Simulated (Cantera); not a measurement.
An isothermal, constant-pressure homogeneous reactor starts with 0.0908 % C2H6, 99.9 % N2, at 1925 K and 0.0140 bar.

Detailed kinetics in Cantera: GRI-Mech 3.0 (53 species, 325 reactions). GRI-Mech 3.0 stops at C3 and has no aromatics, soot or wall deposition, so with more carbon than oxygen in the feed, carbon stays in small species such as C2H2 where larger ones or solid carbon would form. Radical loss at walls, strong at low pressure, is not modelled.

x: mole fraction; the columns are a selection and need not sum to one.

| t (s) | x C2H6 | x HCN | x C2H2 | x C2H4 | x CH4 |
|---|---|---|---|---|---|
| 7.00e-6 | 0.000872 | <1e-12 | 2.75e-12 | 9.38e-9 | 4.23e-9 |
| 2.70e-5 | 0.000776 | 1.73e-12 | 1.49e-10 | 1.31e-7 | 6.11e-8 |
| 0.000104 | 0.000493 | 9.79e-11 | 9.71e-9 | 2.35e-6 | 8.08e-7 |
| 0.000403 | 8.42e-5 | 5.16e-8 | 1.21e-6 | 4.80e-5 | 7.63e-6 |
| 0.00156 | 6.03e-7 | 1.17e-5 | 0.000104 | 0.000220 | 3.30e-5 |
| 0.00602 | 3.02e-8 | 6.79e-5 | 0.000607 | 9.47e-5 | 5.60e-5 |
| 0.0233 | 5.11e-10 | ___ | 0.000811 | ___ | ___ |
| 0.0898 | 2.47e-12 | 0.000154 | 0.000826 | 1.03e-8 | 1.62e-6 |
| 0.347 | <1e-12 | 0.000158 | 0.000826 | 2.26e-10 | ___ |
| 1.34 | <1e-12 | 0.000158 | 0.000826 | 2.14e-10 | 1.90e-8 |
| 5.18 | <1e-12 | 0.000158 | 0.000826 | 2.09e-10 | 5.35e-9 |
| 20.0 | <1e-12 | 0.000158 | 0.000826 | 2.05e-10 | 9.37e-10 |

Task: Some entries are withheld; supply them.

Result: 
- 0.0233, x HCN: 0.000122
- 0.0233, x C2H4: 2.17e-6
- 0.0233, x CH4: 2.23e-5
- 0.347, x CH4: 3.85e-8
